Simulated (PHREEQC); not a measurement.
Solution (25 °C): 0.0037 mol/kgw HBr, 0.29 mol/kgw NaCl and 0.00038 mol/kgw MnSO4. Closed to the air; pH follows from the charge balance.

Equilibrium calculation in PHREEQC: ion-association model, phreeqc.dat.

Precipitation was switched off in this run.

Question: Order these S species by the share of S that they hold, largest first: HSO4-, MnSO4, NaSO4-, SO4-2.

Answer: SO4-2 (68 %), NaSO4- (25 %), HSO4- (6.5 %), MnSO4 (0.23 %)

Question: Order these Mn species by the share of Mn that they hold, largest first: Mn+2, MnCl2, MnCl3-, MnCl+, MnSO4.

Answer: Mn+2 (74 %), MnCl+ (24 %), MnCl2 (1.4 %), MnSO4 (0.23 %), MnCl3- (0.12 %)

The pH is 2.54 and the ionic strength 0.295 mol/kgw.
